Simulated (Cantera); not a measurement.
## Gas activation for diamond growth

An isothermal, constant-pressure homogeneous reactor starts with CH4 : H2 : H = 0.023 : 1 : 0.031 (molar parts), at 1648 K and 0.133 bar.

Model: GRI-Mech 3.0 (53 species, 325 reactions), integrated in Cantera. GRI-Mech 3.0 stops at C3 and has no aromatics, soot or wall deposition, so with more carbon than oxygen in the feed, carbon stays in small species such as C2H2 where larger ones or solid carbon would form.

| t (s) | x CH4 | x H2 | x H | x C2H4 | x C2H2 |
|---|---|---|---|---|---|
| 0.00100 | 0.0182 | 0.978 | 0.00143 | 0.000121 | 0.00152 |
| 0.00211 | 0.0183 | 0.979 | 0.000731 | 8.53e-5 | 0.00167 |
| 0.00447 | 0.0183 | 0.979 | 0.000398 | 5.68e-5 | 0.00177 |
| 0.00946 | 0.0182 | 0.980 | 0.000264 | 3.90e-5 | 0.00183 |
| 0.0200 | 0.0181 | 0.980 | 0.000232 | 3.33e-5 | 0.00190 |
| 0.0423 | 0.0179 | 0.980 | 0.000231 | 3.36e-5 | 0.00202 |
| 0.0894 | 0.0174 | 0.980 | 0.000231 | 3.51e-5 | 0.00225 |
| 0.189 | 0.0164 | 0.980 | 0.000232 | 3.81e-5 | 0.00271 |
| 0.400 | 0.0148 | 0.981 | 0.000233 | 4.37e-5 | 0.00353 |
| 0.846 | 0.0121 | 0.983 | 0.000235 | 5.29e-5 | 0.00482 |
| 1.79 | 0.00881 | 0.984 | 0.000238 | 6.54e-5 | 0.00644 |
| 3.78 | 0.00570 | 0.986 | 0.000241 | 7.80e-5 | 0.00795 |
| 8.00 | 0.00360 | 0.987 | 0.000243 | 8.70e-5 | 0.00897 |
x: mole fraction; the columns are a selection and need not sum to one.

Equilibrium at this temperature and pressure: CH4 0.00253, H2 0.988, H 0.000244, C2H4 9.17e-5, C2H2 0.00950 (gas phase only).
